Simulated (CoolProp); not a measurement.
The numbers come from the reference Helmholtz-energy equation of state, Setzmann 1991 in CoolProp.

For methane, give the phase and the expansivity (1/kK), viscosity (µPa s), fugacity coefficient at -146.65 °C and 5.11 MPa.


- -146.65 °C and 5.11 MPa: liquid; expansivity 3.70, viscosity 91.9, fugacity coefficient 0.0646

Viscosity comes from a separate model (Quiñones-Cisneros 2006).
